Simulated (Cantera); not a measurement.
A closed system holds: 1 mol HgO, a varied amount of N₂, at 1048 K and 0.100 bar.

Equilibrium computed with Cantera from the NASA thermochemical tables; the gas is ideal and each condensed phase is pure. Candidate condensed phases: Hg, HgO; 10 gas species. The numbers say what is thermodynamically allowed, not how fast it happens.

**Question.** At 14 mol N₂, list the 4 most abundant gas species with their mole fractions, and the condensed phases.

**Answer.** N₂ 0.903, Hg 0.0645, O₂ 0.0322, NO 2.17e-5. Condensed: gas only.
